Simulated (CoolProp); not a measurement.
2000 sccm (0 °C, 1 atm) of nitrogen bubbles through liquid n-hexane at 298.2 K and leaves saturated at a total pressure of 0.15 MPa (ideal gas phase). Each further row changes one setting.

Model: reference Helmholtz-energy equation of state, Thol 2019, in CoolProp.

| case | vapour pressure (kPa) | mole fraction of vapour | delivery (mg/min) | delivery (sccm) | change of delivery for a bath 1 K warmer (%) |
|---|---|---|---|---|---|
| as stated | 20.2 | 0.135 | … | 311 | 5.1 |
| bath temperature 303.2 K | 25.0 | 0.167 | … | … | 5.1 |
| total pressure 0.3 MPa | 20.2 | … | … | 144 | 4.8 |

**Question.** What belongs in the gaps?

**Answer.** 
- as stated, delivery (mg/min): 1200
- bath temperature 303.2 K, delivery (mg/min): 1540
- bath temperature 303.2 K, delivery (sccm): 400
- total pressure 0.3 MPa, mole fraction of vapour: 0.0674
- total pressure 0.3 MPa, delivery (mg/min): 555
